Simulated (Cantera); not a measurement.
Input (Python, Cantera) and output of one run.

```python
import numpy as np
import cantera as ct

gas_names = """
    C CO CO2 C2 C2O C3 C3O2 C4 C5 Mg MgO Mg2 O O2 O3
""".split()
cond_names = """
    C(gr) Mg(cr) Mg(L) MgCO3(s) MgO(s) MgO(L)
""".split()


# ... load() reads the species with a 1 bar reference pressure and builds the phases ...
atoms = {
    'MgCO3': {'Mg': 1, 'C': 1, 'O': 3},
    'CO2': {'C': 1, 'O': 2},
    'O2': {'O': 2},
}
top_T = {'C(gr)': 4500}  # K; cautious upper limits of use, not melting points


# ... equilibrate(T, P, feed) seeds the gas with the atoms and calls Mixture.equilibrate('TP', solver="vcs", rtol=1e-11, max_steps=5000) ...
results = []
feed = {'MgCO3': 1, 'CO2': 1.1, 'O2': 0.41}  # mol
P = 110000  # Pa
for T in [1000, 1100, 1200, 1300, 1400, 1500, 1600, 1700, 1800, 1900, 2000, 2100, 2200]:
    mix = equilibrate(T, P, feed)
    results.append((T, P, feed, dict(zip(mix.species_names, mix.species_moles))))
    x = sorted(zip(gas.X, gas.species_names), reverse=True)
    print(f"T = {T:g} K  P = {P:g} Pa  gas = {mix.phase_moles(0):.4g} mol")
    print("   x: " + "  ".join(f"{s} {v:.3e}" for v, s in x if v > 0.0001))
    print("   condensed (mol): " + ("  ".join(f"{mix.phase(i).name} {mix.phase_moles(i):.4g}"
          for i in range(1, mix.n_phases) if mix.phase_moles(i) > 1e-12) or "none"))
```

It prints:

```
T = 1000 K  P = 110000 Pa  gas = 2.51 mol
   x: CO2 8.367e-01  O2 1.633e-01
   condensed (mol): MgO(s) 1
T = 1100 K  P = 110000 Pa  gas = 2.51 mol
   x: CO2 8.367e-01  O2 1.633e-01
   condensed (mol): MgO(s) 1
T = 1200 K  P = 110000 Pa  gas = 2.51 mol
   x: CO2 8.367e-01  O2 1.633e-01
   condensed (mol): MgO(s) 1
T = 1300 K  P = 110000 Pa  gas = 2.51 mol
   x: CO2 8.367e-01  O2 1.633e-01
   condensed (mol): MgO(s) 1
T = 1400 K  P = 110000 Pa  gas = 2.51 mol
   x: CO2 8.367e-01  O2 1.633e-01
   condensed (mol): MgO(s) 1
T = 1500 K  P = 110000 Pa  gas = 2.51 mol
   x: CO2 8.366e-01  O2 1.633e-01
   condensed (mol): MgO(s) 1
T = 1600 K  P = 110000 Pa  gas = 2.51 mol
   x: CO2 8.366e-01  O2 1.634e-01
   condensed (mol): MgO(s) 1
T = 1700 K  P = 110000 Pa  gas = 2.51 mol
   x: CO2 8.365e-01  O2 1.634e-01  CO 1.355e-04
   condensed (mol): MgO(s) 1
T = 1800 K  P = 110000 Pa  gas = 2.511 mol
   x: CO2 8.361e-01  O2 1.635e-01  CO 4.057e-04
   condensed (mol): MgO(s) 1
T = 1900 K  P = 110000 Pa  gas = 2.511 mol
   x: CO2 8.351e-01  O2 1.637e-01  CO 1.079e-03  O 1.151e-04
   condensed (mol): MgO(s) 1
T = 2000 K  P = 110000 Pa  gas = 2.514 mol
   x: CO2 8.329e-01  O2 1.643e-01  CO 2.591e-03  O 2.586e-04
   condensed (mol): MgO(s) 1
T = 2100 K  P = 110000 Pa  gas = 2.518 mol
   x: CO2 8.284e-01  O2 1.654e-01  CO 5.687e-03  O 5.391e-04
   condensed (mol): MgO(s) 1
T = 2200 K  P = 110000 Pa  gas = 2.526 mol
   x: CO2 8.199e-01  O2 1.675e-01  CO 1.151e-02  O 1.055e-03
   condensed (mol): MgO(s) 1
```

Method: chemical equilibrium by Gibbs-energy minimisation in Cantera with the NASA 1993 tables (ideal gas, pure condensed phases).
